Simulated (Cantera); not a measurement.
Source: NASA polynomial tables (part measured, part estimated), evaluated in Cantera. Values are per mole of reaction as written; species without (g) are pure solids or liquids, kept so even where they would boil at 1 bar. TaC: taken at fixed stoichiometry.

10 NO₂(g) + 6 TaC = 6 C + 3 Ta₂O₅ + 5 N₂O(g), with ΔH° = -5207.2 kJ and ΔS° = -1091.6 J/K at 300 K.

Q: How far is the shortcut ΔG° ≈ ΔH°(300 K) − T·ΔS°(300 K) from the full temperature-dependent value at 1573, 1623, 1673, 1723, 1773, 1823, 1873, 1923 K?

A: 
```json
[
 {"T (K)": "1573", "shortcut (kJ)": "-3490.1", "full (kJ)": "-3608.7", "difference (kJ)": "118.6", "difference in log10 K": "-3.94"},
 {"T (K)": "1623", "shortcut (kJ)": "-3435.5", "full (kJ)": "-3562.3", "difference (kJ)": "126.8", "difference in log10 K": "-4.08"},
 {"T (K)": "1673", "shortcut (kJ)": "-3380.9", "full (kJ)": "-3516.0", "difference (kJ)": "135.1", "difference in log10 K": "-4.22"},
 {"T (K)": "1723", "shortcut (kJ)": "-3326.3", "full (kJ)": "-3470.0", "difference (kJ)": "143.7", "difference in log10 K": "-4.35"},
 {"T (K)": "1773", "shortcut (kJ)": "-3271.8", "full (kJ)": "-3424.1", "difference (kJ)": "152.4", "difference in log10 K": "-4.49"},
 {"T (K)": "1823", "shortcut (kJ)": "-3217.2", "full (kJ)": "-3378.4", "difference (kJ)": "161.2", "difference in log10 K": "-4.62"},
 {"T (K)": "1873", "shortcut (kJ)": "-3162.6", "full (kJ)": "-3332.9", "difference (kJ)": "170.3", "difference in log10 K": "-4.75"},
 {"T (K)": "1923", "shortcut (kJ)": "-3108.0", "full (kJ)": "-3287.5", "difference (kJ)": "179.5", "difference in log10 K": "-4.88"}
]
```
The shortcut ignores the heat-capacity change of the reaction.
